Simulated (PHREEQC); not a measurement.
## Leach liquor: an equilibrium model

Dissolve 14 mmol/kgw H2SO4, 5.8 mmol/kgw FeSO4 and 0.37 mmol/kgw Fe2(SO4)3 at 20 °C. Closed to the air; pH follows from the charge balance.

The numbers come from PHREEQC with the ion-association model, phreeqc.dat.

```json
{
 "pH": "1.78",
 "ionic_strength": "0.0425 mol/kgw",
 "specific_conductance": "7000 µS/cm",
 "total_alkalinity": "-29.5 meq/kg"
}
```

```tsv
species	molality	activity	log γ
H+	0.0193	0.0166	-0.065
SO4-2	0.00994	0.00483	-0.313
HSO4-	0.00844	0.00702	-0.080
Fe+2	0.00402	0.00203	-0.297
FeSO4	0.00157	0.00159	0.004
FeSO4+	0.000587	0.000491	-0.078
FeHSO4+	0.000206	0.000171	-0.080
Fe(SO4)2-	6.11e-5	5.08e-5	-0.080
FeHSO4+2	4.59e-5	2.20e-5	-0.320
Fe+3	3.97e-5	1.04e-5	-0.584
FeOH+2	6.11e-6	2.98e-6	-0.312
Fe(OH)2+	5.83e-8	4.89e-8	-0.076
Fe2(OH)2+4	5.62e-9	2.95e-10	-1.280
```

This is a speciation only: nothing precipitates in the calculation. Examples of supersaturated solids here: Hematite (slow to form), Goethite (slow to form). Others may be too.
